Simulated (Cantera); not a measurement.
Predominance diagram of Ca at 625 K against the partial pressures of O₂ and Br₂ (log10, bar). Cantera with NASA thermochemical tables; ideal gases at 1 bar, condensed phases pure. Candidates: Ca(s), CaBr₂(s), CaO(s). Only these pure phases compete in this equilibrium. Not in the tables: oxide halides.

Question: Which phase is stable at these pairs, and which metal-bearing vapour leads over it? (-2.1, -10.2); (-4.2, -4.6); (-21.9, -21.4); (-3.1, -24.2); (-7.3, -10.2); (-16.7, -7.4); (-18.8, -7.4)

Answer: 
```
log p(O₂)  log p(Br₂)     phase  chief vapour  log p (bar)
---------  ----------  --------  ------------  -----------
-2.1            -10.2    CaO(s)         CaBr₂        -20.6
-4.2             -4.6  CaBr₂(s)         CaBr₂        -15.5
-21.9           -21.4    CaO(s)         CaBr₂        -21.9
-3.1            -24.2    CaO(s)         CaBr₂        -34.1
-7.3            -10.2    CaO(s)         CaBr₂        -18.0
-16.7            -7.4  CaBr₂(s)         CaBr₂        -15.5
-18.8            -7.4  CaBr₂(s)         CaBr₂        -15.5
```
